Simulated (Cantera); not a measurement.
A freely propagating, adiabatic, planar premixed flame of 5.94 % CH4, 1.19 % H2, 18.6 % O2, 70.1 % N2, 4.16 % H2O, equivalence ratio 0.67, unburnt at 500 K and 13300 Pa; mixture-averaged transport, grid criteria slope 0.08 and curve 0.16, no radiation.

Model: GRI-Mech 3.0 (53 species, 325 reactions), integrated in Cantera. Burning velocities carry a grid error of a few per cent, more on coarse grids.

Q: Predict: laminar burning velocity; thermal thickness; peak x(H2O2); peak x(C2H6).

A: 
```
Property                      Value
------------------------  ---------
laminar burning velocity  93.6 cm/s
thermal thickness           2.65 mm
peak x(H2O2)                4.43e-6
peak x(C2H6)               0.000416
```
